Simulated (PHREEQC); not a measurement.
## Copper plating or etch bath

Consider water at 20 °C with 0.0012 mol CuSO4, 0.05 mol H2SO4 and 0.0011 mol Na2SO4 per kg of water. Closed to the air; pH follows from the charge balance.

Equilibrium calculation in PHREEQC: ion-association model, wateq4f.dat.

No solid was allowed to form.

Estimate the pH.

pH 1.27.

In which forms is Cu present?

Cu+2 66 %, CuSO4 34 % of the Cu.

Complexes and solids missing from the database can't appear.
